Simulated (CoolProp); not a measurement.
Properties of water along the isotherm 727.5 K (Tc = 647.1 K, pc = 22060 kPa, ω = 0.344).

Values from CoolProp's reference Helmholtz-energy equation of state, Wagner 2002.

```tsv
p (kPa)	phase	density (kg/m³)	speed of sound (m/s)	Joule-Thomson coefficient (K/MPa)	expansivity (1/kK)
4600	gas	14.36	640.6	5.865	1.646
9190	gas	30.27	623.8	5.714	2.007
13800	gas	48.35	605.5	5.490	2.501
18400	gas	69.26	585.8	5.199	3.188
23000	supercritical	94.19	565.1	4.842	4.170
27600	supercritical	124.9	543.7	4.417	5.605
32200	supercritical	164.0	523.5	3.916	7.687
36800	supercritical	214.7	509.0	3.330	10.32
41400	supercritical	276.2	509.4	2.681	12.10
46000	supercritical	338.6	531.3	2.082	11.49
50600	supercritical	391.5	569.7	1.618	9.631
55200	supercritical	432.8	614.9	1.280	7.816
```
